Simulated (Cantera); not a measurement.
A Cantera script and its output.

```python
import numpy as np
import cantera as ct

gas = ct.Solution("h2o2.yaml")
gas.TPX = 1500, 44000, {'H2': 1, 'O2': 0.25, 'N2': 0.94}
reactor = ct.IdealGasReactor(gas, energy="on", clone=False)
net = ct.ReactorNet([reactor])
net.rtol, net.atol = 1e-08, 1e-16
show = ['H2', 'O2', 'H2O2', 'H2O', 'HO2', 'OH', 'H']
times = np.geomspace(2e-06, 0.3, 14)

steps = ct.SolutionArray(gas, extra=["t"])
rows = []
print(f"{'t/s':>10s}{'T/K':>9s}{'P/Pa':>11s}" + "".join(f"{s:>11s}" for s in show))
for t in times:
    while net.time < t:
        t_next = net.step()
        steps.append(gas.state, t=t_next)
    rows.append([np.interp(t, steps.t, y) for y in (steps.T, steps.P, *steps(*show).X.T)])
    print(f"{t:10.3e}{rows[-1][0]:9.1f}{rows[-1][1]:11.4g}" + "".join(f"{x:11.3e}" for x in rows[-1][2:]))
rate = np.gradient(steps.T, steps.t)
print("integrator steps:", len(steps.t))
if steps.T.max() > steps.T[0] + 200:
    print(f"time of steepest temperature rise: {steps.t[rate.argmax()]:.4e} s")
gas.TPX = 1500, 44000, {'H2': 1, 'O2': 0.25, 'N2': 0.94}
gas.equilibrate("UV")
print(f"equilibrium (UV): T = {gas.T:.1f} K  " + "  ".join(f"{s} {gas[s].X[0]:.3e}" for s in show))
```

Output:

```
       t/s      T/K       P/Pa         H2         O2       H2O2        H2O        HO2         OH          H
 2.000e-06   1500.0    4.4e+04  4.566e-01  1.142e-01  2.817e-09  1.280e-07  2.910e-07  2.379e-08  3.942e-07
 5.003e-06   1500.0    4.4e+04  4.566e-01  1.142e-01  1.597e-08  1.581e-06  7.298e-07  1.410e-07  2.147e-06
 1.251e-05   1500.0    4.4e+04  4.565e-01  1.141e-01  8.834e-08  6.106e-05  2.342e-06  3.854e-06  5.765e-05
 3.130e-05   1631.2  4.774e+04  2.862e-01  4.924e-02  4.536e-07  1.158e-01  1.281e-05  7.092e-03  1.040e-01
 7.828e-05   2207.6  6.253e+04  1.979e-01  3.435e-03  1.326e-07  2.036e-01  1.127e-06  1.804e-02  1.246e-01
 1.958e-04   2665.7   7.32e+04  2.221e-01  1.660e-03  7.440e-08  2.177e-01  8.865e-07  1.870e-02  7.723e-02
 4.898e-04   2861.9  7.753e+04  2.314e-01  1.011e-03  8.776e-08  2.259e-01  8.421e-07  1.668e-02  5.765e-02
 1.225e-03   2868.6  7.767e+04  2.317e-01  9.903e-04  8.839e-08  2.262e-01  8.380e-07  1.658e-02  5.699e-02
 3.064e-03   2868.6  7.767e+04  2.317e-01  9.903e-04  8.839e-08  2.262e-01  8.380e-07  1.658e-02  5.699e-02
 7.664e-03   2868.6  7.767e+04  2.317e-01  9.903e-04  8.839e-08  2.262e-01  8.380e-07  1.658e-02  5.699e-02
 1.917e-02   2868.6  7.767e+04  2.317e-01  9.903e-04  8.839e-08  2.262e-01  8.380e-07  1.658e-02  5.699e-02
 4.795e-02   2868.6  7.767e+04  2.317e-01  9.903e-04  8.839e-08  2.262e-01  8.380e-07  1.658e-02  5.699e-02
 1.199e-01   2868.6  7.767e+04  2.317e-01  9.903e-04  8.839e-08  2.262e-01  8.380e-07  1.658e-02  5.699e-02
 3.000e-01   2868.6  7.767e+04  2.317e-01  9.903e-04  8.839e-08  2.262e-01  8.380e-07  1.658e-02  5.699e-02
integrator steps: 1214
time of steepest temperature rise: 3.1774e-05 s
equilibrium (UV): T = 2868.6 K  H2 2.317e-01  O2 9.903e-04  H2O2 8.839e-08  H2O 2.262e-01  HO2 8.380e-07  OH 1.658e-02  H 5.699e-02
```

Cantera simulation using the H2/O2 subset of GRI-Mech 3.0, which has no nitrogen chemistry; the numbers are that mechanism's predictions, not measurements.
